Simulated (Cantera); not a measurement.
A closed system holds: 1 mol Pb, 2.1 mol CO, 6.4 mol N2, at 7.50 Torr.

Cantera equilibrium calculation (NASA polynomials, part measured and part estimated; ideal gas, pure solids and liquids). Candidate condensed phases: C, Pb, PbO, PbO2, Pb3O4; 27 gas species. The numbers say what is thermodynamically allowed, not how fast it happens.

x: gas mole fraction; n: condensed amount in mol.

| T (K) | x N2 | x CO | x Pb | x CO2 | x Pb2 | n C(graphite) | n Pb(l) |
|---|---|---|---|---|---|---|---|
| 725 | 0.824 | 0.0809 | 3.37e-7 | 0.0948 | <1e-12 | 0.736 | 1.000 |
| 775 | 0.793 | … | … | … | <1e-12 | … | 1.000 |
| 825 | 0.768 | … | … | … | … | … | 1.000 |
| 875 | 0.757 | 0.236 | 6.74e-5 | 0.00601 | 2.48e-11 | 0.0508 | 0.999 |
| 925 | 0.754 | 0.244 | 0.000267 | 0.00179 | 2.49e-10 | 0.0152 | 0.998 |
| 975 | 0.753 | 0.246 | 0.000917 | 0.000580 | 1.97e-9 | 0.00493 | 0.992 |
| 1025 | 0.751 | 0.246 | 0.00278 | 0.000208 | 1.26e-8 | 0.00177 | 0.976 |
| 1075 | 0.747 | 0.245 | 0.00759 | 8.16e-5 | 6.76e-8 | 0.000699 | 0.935 |
| 1125 | 0.739 | 0.242 | 0.0189 | 3.43e-5 | 3.11e-7 | 0.000297 | 0.836 |
| 1175 | 0.720 | 0.236 | 0.0435 | 1.51e-5 | 1.25e-6 | 0 | 0.613 |
| 1225 | 0.683 | 0.224 | 0.0935 | 6.72e-6 | 4.47e-6 | 0 | 0.124 |
| 1275 | 0.674 | 0.221 | 0.105 | 3.43e-6 | 4.49e-6 | 0 | 0 |
| 1325 | 0.674 | 0.221 | 0.105 | 1.89e-6 | 3.61e-6 | 0 | 0 |
| 1375 | 0.674 | 0.221 | 0.105 | 1.09e-6 | 2.95e-6 | 0 | 0 |

Question: Some entries are withheld; supply them.

Answer: 
- 775, x CO: 0.153
- 775, x Pb: 2.49e-6
- 775, x CO2: 0.0535
- 775, n C(graphite): 0.432
- 825, x CO: 0.212
- 825, x Pb: 1.43e-5
- 825, x CO2: 0.0202
- 825, x Pb2: 1.84e-12
- 825, n C(graphite): 0.168
